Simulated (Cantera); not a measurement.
A closed system holds: 1 mol CH3F, 0.44 mol HCl, 0.61 mol H2, held at 0.00470 bar.

These are equilibrium values from Cantera (NASA tables, ideal gas, pure condensed phases), not measurements of a reactor. Candidate condensed phases: C, C6H6, C7H8, C8H18; 118 gas species. The numbers say what is thermodynamically allowed, not how fast it happens. All values below are at 848 K.

Base state: H2 0.527, HF 0.328, HCl 0.144, CH4 0.000835 (mole fractions); condensed: C(graphite).

Q: What changes in the equilibrium state with this change: CH3F replaced by CH3Cl?

A: 
```
species             before     after
----------------  --------  --------
H2                   0.527     0.527
HCl                  0.144     0.473
CH4               0.000835  0.000835
HF                   0.328         0
C(graphite), mol     0.997     0.997
```
